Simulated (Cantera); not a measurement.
Transport properties of process gases

Gas mixture: CO₂ : NH₃ = 0.11 : 0.95 (molar parts), at 5700 Torr, frozen composition.

Cantera's kinetic-theory transport with the Lennard-Jones parameters of GRI-Mech 3.0, ideal gas; thermal conductivity in the multicomponent form. Polar gases are described roughly by these parameters. The composition is frozen, though it would react at the higher temperatures.

```
T (K)  ρ (kg/m³)  cp (J/kg/K)  μ (µPa s)  λ (mW/m/K)     Pr  D (cm²/s) C₂H₂  D (cm²/s) OH  D (cm²/s) N₂
-----  ---------  -----------  ---------  ----------  -----  --------------  ------------  ------------
400         4.53         1963       14.9        41.8  0.700          0.0374        0.0758        0.0488
500         3.63         2131       18.6        56.7  0.699          0.0573         0.114        0.0735
600         3.02         2297       22.2        72.8  0.699          0.0805         0.157         0.102
700         2.59         2449       25.6        89.7  0.699           0.107         0.205         0.134
800         2.27         2585       28.9         107  0.700           0.136         0.259         0.169
900         2.01         2711       32.1         124  0.700           0.168         0.317         0.208
1000        1.81         2839       35.2         143  0.700           0.202         0.379         0.249
1100        1.65         2949       38.1         160  0.700           0.238         0.446         0.293
1200        1.51         3050       40.9         178  0.700           0.277         0.516         0.340
```
D: mixture-averaged diffusion coefficient of that species in the mixture.
